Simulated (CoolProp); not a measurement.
Vapour-liquid equilibrium of dimethyl ether (1) + methanol (2) at 0.111 bar; x and y are mole fractions of (1).

Values from CoolProp's multi-fluid Helmholtz-energy mixture model, Wu 2011 and de Reuck 1993; pair parameters Bell 2016.

Question: Give the bubble temperature and the first vapour's composition at x = 0.5, 0.65, 0.875. Is there an azeotrope?

Answer: x = 0.5: 212.3 K, y = 0.997; x = 0.65: 210.9 K, y = 0.998; x = 0.875: 208.9 K, y = 0.998. No azeotrope shows between x = 0.05 and 0.95.

The pair parameters rest on a limited set of measurements; away from them the model extrapolates. With so large a gap from Raoult's law the liquid may split in two, which this calculation doesn't test in full.
